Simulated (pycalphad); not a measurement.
Al-Zr solution, phase LIQUID, at 1827 °C; mixing quantities and activities refer to the pure elements in the same phase at that temperature, stable or not. Over part of the range this solution is metastable.

CALPHAD calculation (pycalphad, COST 507 light-alloy database (1999)), 1 atm. These are 1990s assessments: newer ones move some temperatures and phases.

| x(Zr) | ΔH mix (kJ/mol) | ΔG mix (kJ/mol) | excess S (J/mol/K) | a(Al) | a(Zr) | stable as one phase? |
|---|---|---|---|---|---|---|
| 0.02 | -2.35 | -2.40 | -0.79 | 0.981 | 0.00267 | yes |
| 0.05 | -5.76 | -5.23 | -1.90 | 0.953 | 0.00625 | yes |
| 0.1 | -11.06 | -9.28 | -3.55 | 0.904 | 0.0121 | yes |
| 0.2 | -20.05 | -15.91 | -6.13 | 0.779 | 0.0286 | yes |
| 0.3 | -26.56 | -20.81 | -7.82 | 0.605 | 0.0608 | yes |
| 0.4 | -30.33 | -23.88 | -8.67 | 0.412 | 0.124 | yes |
| 0.5 | -31.25 | -24.98 | -8.75 | 0.245 | 0.233 | yes |
| 0.6 | -29.37 | -24.04 | -8.13 | 0.129 | 0.395 | yes |
| 0.7 | -24.88 | -21.09 | -6.88 | 0.0620 | 0.586 | yes |
| 0.8 | -18.13 | -16.23 | -5.07 | 0.0279 | 0.765 | yes |
| 0.9 | -9.62 | -9.53 | -2.75 | 0.0111 | 0.900 | yes |
| 0.95 | -4.90 | -5.38 | -1.42 | 0.00543 | 0.951 | yes |
| 0.98 | -1.98 | -2.47 | -0.58 | 0.00225 | 0.980 | no: BCC_A2 + LIQUID |

BCC_A2 is bcc.
